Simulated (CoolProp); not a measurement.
Computed with CoolProp (reference Helmholtz-energy equation of state, Gao 2016).

Task: Give the vapour pressure (kPa), liquid density (kg/m³), enthalpy of vaporisation (kJ/kg), vapour Z of saturated sulfur dioxide at 75.85 °C.

Result: 
```json
[
 {"T (°C)": "75.85", "p (kPa)": "1630", "liquid density (kg/m³)": "1210", "enthalpy of vaporisation (kJ/kg)": "295", "vapour Z": "0.821"}
]
```
